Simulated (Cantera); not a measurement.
Input (Python, Cantera):

```python
import numpy as np
import cantera as ct

gas = ct.Solution("gri30.yaml")
gas.TPX = 1673, 13332, {'C2H6': 1, 'N2': 27}
reactor = ct.IdealGasConstPressureReactor(gas, energy="off", clone=False)
net = ct.ReactorNet([reactor])
net.rtol, net.atol = 1e-08, 1e-18
show = ['C2H6', 'C2H', 'CH3', 'HCN', 'CH2', 'C2H4']
times = np.geomspace(5e-05, 60, 14)

steps = ct.SolutionArray(gas, extra=["t"])
rows = []
print(f"{'t/s':>10s}{'T/K':>9s}{'P/Pa':>11s}" + "".join(f"{s:>11s}" for s in show))
for t in times:
    while net.time < t:
        t_next = net.step()
        steps.append(gas.state, t=t_next)
    rows.append([np.interp(t, steps.t, y) for y in (steps.T, steps.P, *steps(*show).X.T)])
    print(f"{t:10.3e}{rows[-1][0]:9.1f}{rows[-1][1]:11.4g}" + "".join(f"{x:11.3e}" for x in rows[-1][2:]))
rate = np.gradient(steps.T, steps.t)
print("integrator steps:", len(steps.t))
if steps.T.max() > steps.T[0] + 200:
    print(f"time of steepest temperature rise: {steps.t[rate.argmax()]:.4e} s")
gas.TPX = 1673, 13332, {'C2H6': 1, 'N2': 27}
gas.equilibrate("TP")
print(f"equilibrium (TP): T = {gas.T:.1f} K  " + "  ".join(f"{s} {gas[s].X[0]:.3e}" for s in show))
```

Output:

```
       t/s      T/K       P/Pa       C2H6        C2H        CH3        HCN        CH2       C2H4
 5.000e-05   1673.0  1.333e+04  2.918e-02  3.925e-09  6.238e-03  1.730e-07  1.432e-05  2.242e-03
 1.468e-04   1673.0  1.333e+04  1.359e-02  2.493e-07  8.276e-03  1.956e-06  2.783e-05  1.289e-02
 4.308e-04   1673.0  1.333e+04  1.134e-03  9.031e-07  2.989e-03  5.151e-06  1.518e-05  1.421e-02
 1.264e-03   1673.0  1.333e+04  5.627e-05  5.066e-07  7.842e-04  6.337e-06  2.490e-06  5.574e-03
 3.711e-03   1673.0  1.333e+04  1.153e-05  2.595e-07  3.318e-04  6.534e-06  5.514e-07  1.551e-03
 1.089e-02   1673.0  1.333e+04  4.318e-06  1.665e-07  1.939e-04  6.610e-06  2.081e-07  2.430e-04
 3.197e-02   1673.0  1.333e+04  2.814e-06  1.487e-07  1.552e-04  6.701e-06  1.488e-07  7.656e-05
 9.384e-02   1673.0  1.333e+04  1.817e-06  1.556e-07  1.256e-04  6.922e-06  1.245e-07  5.325e-05
 2.754e-01   1673.0  1.333e+04  7.039e-07  1.695e-07  7.928e-05  7.435e-06  8.425e-08  2.995e-05
 8.084e-01   1673.0  1.333e+04  1.410e-07  1.853e-07  3.601e-05  8.326e-06  4.138e-08  1.950e-05
 2.373e+00   1673.0  1.333e+04  1.843e-08  1.946e-07  1.309e-05  9.450e-06  1.574e-08  1.770e-05
 6.965e+00   1673.0  1.333e+04  2.367e-09  1.977e-07  4.593e-06  1.069e-05  5.601e-09  1.761e-05
 2.044e+01   1673.0  1.333e+04  5.661e-10  1.983e-07  2.031e-06  1.218e-05  2.485e-09  1.765e-05
 6.000e+01   1673.0  1.333e+04  4.114e-10  1.984e-07  1.632e-06  1.513e-05  1.999e-09  1.765e-05
integrator steps: 1482
equilibrium (TP): T = 1673.0 K  C2H6 1.082e-10  C2H 5.157e-08  CH3 8.392e-07  HCN 4.931e-02  CH2 1.027e-09  C2H4 4.595e-06
```

Detailed kinetics in Cantera: GRI-Mech 3.0 (53 species, 325 reactions). GRI-Mech 3.0 stops at C3 and has no aromatics, soot or wall deposition, so with more carbon than oxygen in the feed, carbon stays in small species such as C2H2 where larger ones or solid carbon would form.
